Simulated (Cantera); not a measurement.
Input (Python, Cantera) and output of one run.

```python
import numpy as np
import cantera as ct

gas_names = """
    CL CLF CLF3 CL2 F F2 H HCL HF H2 H2F2 H3F3 H4F4 H5F5 H6F6 H7F7 Si SiCL SiCL2 SiCL3 SiCL4 SiF SiF2
    SiF3 SiF4 SiH SiHCL3 SiHF3 SiH2 SiH2CL2 SiH2F2 SiH3 SiH3CL SiH3F SiH4 Si2 Si3
""".split()
cond_names = """
    Si(cr) Si(L)
""".split()


# ... load() reads the species with a 1 bar reference pressure and builds the phases ...
atoms = {
    'Si': {'Si': 1},
    'Cl2': {'CL': 2},
    'H2': {'H': 2},
    'F2': {'F': 2},
}
top_T = {}  # K; cautious upper limits of use, not melting points


# ... equilibrate(T, P, feed) seeds the gas with the atoms and calls Mixture.equilibrate('TP', solver="vcs", rtol=1e-11, max_steps=5000) ...
results = []
feed = {'Si': 1, 'Cl2': 3.6, 'H2': 0.23, 'F2': 8.7}  # mol
T = 873.15  # K
P = 33  # Pa
mix = equilibrate(T, P, feed)
results.append((T, P, feed, dict(zip(mix.species_names, mix.species_moles))))
print(gas.report(threshold=1e-06))
for i in range(1, mix.n_phases):
    print(f"{mix.phase(i).name:16s} {mix.phase_moles(i):12.5e} mol")
```

Result:

```
       temperature   873.15 K
          pressure   33 Pa
           density   0.00020502 kg/m^3
  mean mol. weight   45.103 kg/kmol
   phase of matter   gas

                          1 kg             1 kmol
                     ---------------   ---------------
          enthalpy       -2.4353e+06       -1.0984e+08  J
   internal energy       -2.5962e+06        -1.171e+08  J
           entropy            7000.9        3.1576e+05  J/K
    Gibbs function       -8.5481e+06       -3.8555e+08  J
 heat capacity c_p            808.95             36486  J/K
 heat capacity c_v            624.61             28172  J/K

                      mass frac. Y      mole frac. X     chem. pot. / RT
                     ---------------   ---------------   ---------------
                CL        2.3237e-06        2.9565e-06            -25.03
               CLF            0.6381           0.52858             -43.5
              CLF3        4.2325e-06         2.065e-06           -80.442
               CL2        2.2971e-06        1.4613e-06            -50.06
                 F           0.12934           0.30705           -18.471
                F2          0.048166          0.057175           -36.941
                HF           0.01498          0.033771           -71.308
              SiF4           0.16941          0.073415           -271.36
     [  +29 minor]        2.1924e-11        2.4714e-11

Si(cr)            0.00000e+00 mol
```

Cantera equilibrium calculation (NASA polynomials, part measured and part estimated; ideal gas, pure solids and liquids).
